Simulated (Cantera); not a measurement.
A diamond (100) surface in a fixed gas of H2 with x(CH4) = 0.0029, x(H) = 0.0015, x(CH3) = 0.00038, at 1250 K; coverages are run to steady state.

Model: the Harris–Goodwin 1993 mechanism for the reconstructed diamond (100) surface, integrated in Cantera.

θ: site fractions in the mechanism's names (c6HH fully hydrogenated, c6H* and c6*H radical sites, c6** diradical, c6HM methylated).

```tsv
P (Pa)	growth (µm/h)	θ c6HH	θ c6H*	θ c6*H	θ c6**	θ c6HM
340	(withheld)	0.430	0.0426	0.497	0.0284	0.000140
660	(withheld)	0.430	0.0426	0.496	0.0283	0.000283
1300	(withheld)	0.430	0.0426	0.496	0.0281	0.000569
2400	(withheld)	0.429	0.0425	0.495	0.0281	0.00105
4700	(withheld)	0.429	0.0424	0.495	0.0280	0.00203
9000	(withheld)	0.428	0.0423	0.493	0.0279	0.00375
17000	(withheld)	0.426	0.0421	0.490	0.0277	0.00661
33000	(withheld)	0.423	0.0418	0.486	0.0275	0.0113
```

Problem. Complete the blanks.

Solution. 
- 340, growth (µm/h): 0.0783
- 660, growth (µm/h): 0.182
- 1300, growth (µm/h): 0.416
- 2400, growth (µm/h): 0.886
- 4700, growth (µm/h): 2.12
- 9000, growth (µm/h): 5.28
- 17000, growth (µm/h): 13.7
- 33000, growth (µm/h): 38.5
